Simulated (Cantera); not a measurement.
A closed system holds: 1 mol SiO2, 1.1 mol NF3, 7.4 mol N2, 0.51 mol Cl2, at 0.990 bar.

These are equilibrium values from Cantera (NASA tables, ideal gas, pure condensed phases), not measurements of a reactor. Candidate condensed phases: Si, SiO2, Si2N2O, Si3N4; 37 gas species. The tables hold silica as quartz up to 1696 K and as liquid above; real silica turns to tridymite and cristobalite and melts near 1996 K. The numbers say what is thermodynamically allowed, not how fast it happens.

log p: log10 of the partial pressure in bar; n: condensed amount in mol.

| T (°C) | log p N2 | log p SiF4 | log p O2 | log p Cl2 | log p Cl | log p NO | n SiO2(β-quartz) | n SiO2(condensed) |
|---|---|---|---|---|---|---|---|---|
| 1100 | -0.11 | -1.09 | -1.09 | -1.33 | -2.30 | [?] | 0.175 | 0 |
| 1150 | -0.11 | -1.09 | -1.10 | -1.34 | -2.14 | [?] | 0.175 | 0 |
| 1200 | -0.11 | -1.09 | -1.10 | -1.35 | -1.99 | [?] | 0.175 | 0 |
| 1250 | -0.11 | -1.10 | -1.10 | -1.37 | -1.85 | [?] | 0.175 | 0 |
| 1300 | -0.11 | -1.10 | -1.10 | -1.40 | -1.73 | [?] | 0.175 | 0 |
| 1350 | -0.11 | -1.10 | -1.10 | -1.43 | -1.62 | [?] | 0.175 | 0 |
| 1400 | -0.12 | -1.10 | -1.10 | -1.47 | -1.51 | [?] | 0.175 | 0 |
| 1450 | -0.12 | -1.10 | -1.11 | -1.52 | -1.43 | [?] | 0 | 0.175 |
| 1500 | -0.12 | -1.10 | -1.11 | -1.58 | -1.35 | [?] | 0 | 0.175 |

Q: Fill in the missing entries.

A: 
- 1100, log p NO: -3.42
- 1150, log p NO: -3.30
- 1200, log p NO: -3.18
- 1250, log p NO: -3.08
- 1300, log p NO: -2.98
- 1350, log p NO: -2.89
- 1400, log p NO: -2.80
- 1450, log p NO: -2.72
- 1500, log p NO: -2.65
